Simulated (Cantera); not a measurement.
An isothermal, constant-pressure homogeneous reactor starts with C2H6 : N2 = 1 : 17 (molar parts), at 1250 K and 0.0490 bar.

Cantera simulation using GRI-Mech 3.0 (53 species, 325 reactions); the numbers are that mechanism's predictions, not measurements. GRI-Mech 3.0 stops at C3 and has no aromatics, soot or wall deposition, so with more carbon than oxygen in the feed, carbon stays in small species such as C2H2 where larger ones or solid carbon would form. Radical loss at walls, strong at low pressure, is not modelled.

x: mole fraction; the columns are a selection and need not sum to one.

```
t (s)      x C2H6      x H2      x H  x CH3     x HCN     x CH2
--------  -------  --------  -------  -----  --------  --------
0.000200   0.0555   7.52e-7  1.03e-7      …    <1e-12  8.35e-11
0.000726   0.0555   3.48e-5  1.23e-6      …    <1e-12   1.86e-9
0.00263    0.0544  0.000852  5.87e-6      …  2.46e-10   1.86e-8
0.00955    0.0476   0.00628  8.62e-6      …   1.35e-9   3.68e-8
0.0346     0.0267    0.0236  1.11e-5      …   2.46e-9   2.92e-8
0.126     0.00259    0.0496  1.06e-5      …   3.26e-9   5.65e-9
0.456     8.75e-5    0.0614  2.64e-6      …   3.30e-9  2.10e-10
1.65      6.78e-6    0.0680  8.32e-7      …   3.28e-9  1.72e-11
6.00      2.70e-6    0.0755  6.30e-7      …   3.26e-9  8.10e-12
```

Complete the blanks.


- 0.000200, x CH3: 1.98e-5
- 0.000726, x CH3: 6.13e-5
- 0.00263, x CH3: 0.000163
- 0.00955, x CH3: 0.000239
- 0.0346, x CH3: 0.000184
- 0.126, x CH3: 5.11e-5
- 0.456, x CH3: 8.86e-6
- 1.65, x CH3: 2.53e-6
- 6.00, x CH3: 1.74e-6
